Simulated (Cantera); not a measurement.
A freely propagating, adiabatic, planar premixed flame of 24.9 % H₂, 14.1 % O₂, 53.3 % N₂, 7.72 % H₂O, unburnt at 675 K and 110000 Pa; mixture-averaged transport, grid criteria slope 0.08 and curve 0.16, no radiation.

Detailed kinetics in Cantera: the H2/O2 subset of GRI-Mech 3.0, which has no nitrogen chemistry. Burning velocities carry a grid error of a few per cent, more on coarse grids.

x: mole fraction of selected species; z is measured from the peak of heat release.

| z (mm) | T (K) | u (m/s) | x H₂ | x O₂ | x H₂O | x H | x H₂O₂ | x O |
|---|---|---|---|---|---|---|---|---|
| -1.22 | 675 | 7.43 | 0.249 | 0.141 | 0.0772 | <1e-8 | <1e-8 | <1e-8 |
| -0.816 | 675 | 7.43 | 0.249 | 0.141 | 0.0772 | <1e-8 | <1e-8 | <1e-8 |
| -0.612 | 675 | 7.43 | 0.249 | 0.141 | 0.0772 | <1e-8 | <1e-8 | <1e-8 |
| -0.408 | 675 | 7.43 | 0.249 | 0.141 | 0.0772 | 2.51e-8 | <1e-8 | <1e-8 |
| -0.204 | 687 | 7.52 | 0.244 | 0.142 | 0.0782 | 9.15e-5 | 3.12e-6 | 6.35e-6 |
| -0.102 | [?] | 9.14 | 0.215 | 0.138 | 0.0957 | 0.00344 | 1.69e-5 | 0.000285 |
| 0 | [?] | 13.0 | 0.129 | 0.105 | 0.171 | 0.0236 | 7.94e-6 | 0.00431 |
| 0.102 | [?] | 15.8 | 0.0577 | 0.0574 | 0.255 | 0.0382 | 4.10e-6 | 0.00993 |
| 0.204 | [?] | 17.2 | 0.0400 | 0.0420 | 0.282 | 0.0351 | 2.40e-6 | 0.0109 |
| 0.408 | 1849 | 18.6 | 0.0346 | 0.0359 | 0.297 | 0.0254 | 1.26e-6 | 0.00928 |
| 0.816 | 1999 | 19.9 | 0.0296 | 0.0317 | 0.311 | 0.0161 | 7.22e-7 | 0.00683 |
| 1.63 | 2130 | 21.0 | 0.0231 | 0.0278 | 0.326 | 0.00908 | 4.73e-7 | 0.00453 |
| 3.26 | 2236 | 21.9 | 0.0162 | 0.0247 | 0.339 | 0.00453 | 3.47e-7 | 0.00273 |

### Question
Fill in the missing entries.

### Answer

- -0.102, T (K): 853
- 0, T (K): 1248
- 0.102, T (K): 1545
- 0.204, T (K): 1694
